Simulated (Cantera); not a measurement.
# Metals in furnace atmospheres: Ni + H2S + H2

Charge: 1 mol Ni, 1.1 mol H2S, 1.5 mol H2, held at 1500 °C and 0.100 bar.

Cantera equilibrium calculation (NASA polynomials, part measured and part estimated; ideal gas, pure solids and liquids). Candidate condensed phases: Ni, NiS, NiS2, Ni3S2, Ni3S4, S; 9 gas species. Equilibrium is a limit: real reactors are often held back by kinetics, nucleation or transport.

- x(H2) = 0.882
- x(H2S) = 0.0675
- x(S2) = 0.0416
- x(SH) = 0.00775
- x(H) = 0.000845
- x(S) = 0.000384
- x(NiS) = 7.63e-5
- x(Ni) = 3.19e-5
- n(Ni3S2(l)) = 0.333 mol
- gas amount = 2.727 mol
- log10 activity of Ni(l) (absent) = -0.44
- log10 activity of NiS(l) (absent) = -0.87
- log10 activity of S(l) (absent) = -2.63
